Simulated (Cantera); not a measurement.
An isothermal, constant-pressure homogeneous reactor starts with H2 : O2 : N2 = 0.21 : 1 : 5.5 (molar parts), equivalence ratio 0.10, at 975 K and 1330 Pa.

Cantera simulation using the H2/O2 subset of GRI-Mech 3.0, which has no nitrogen chemistry; the numbers are that mechanism's predictions, not measurements. Radical loss at walls, strong at low pressure, is not modelled.

x: mole fraction; the columns are a selection and need not sum to one.

```tsv
t (s)	x H2	x O2	x H2O	x O	x OH	x H2O2
0.00100	0.0313	0.149	9.38e-12	8.08e-12	3.90e-12	<1e-12
0.00269	0.0313	0.149	1.44e-10	6.83e-11	2.72e-11	<1e-12
0.00725	0.0313	0.149	9.86e-9	3.52e-9	1.35e-9	<1e-12
0.0195	0.0309	0.149	0.000260	8.92e-5	3.44e-5	___
0.0525	0.00108	0.134	0.0263	0.00543	0.000607	___
0.141	0.000326	0.135	0.0307	0.00163	0.000313	3.42e-8
0.381	4.26e-5	0.135	0.0317	0.000210	0.000101	3.39e-8
1.02	4.46e-6	0.135	0.0318	2.23e-5	3.21e-5	___
2.76	5.86e-7	0.135	0.0318	3.26e-6	1.24e-5	___
7.43	1.07e-7	0.136	0.0318	6.75e-7	5.64e-6	___
20.0	2.59e-8	0.136	0.0318	1.78e-7	2.89e-6	___
```

**Question.** Some entries are withheld; supply them.

**Answer.** 
- 0.0195, x H2O2: 1.10e-9
- 0.0525, x H2O2: 2.62e-8
- 1.02, x H2O2: 1.98e-8
- 2.76, x H2O2: 8.24e-9
- 7.43, x H2O2: 3.12e-9
- 20.0, x H2O2: 1.18e-9
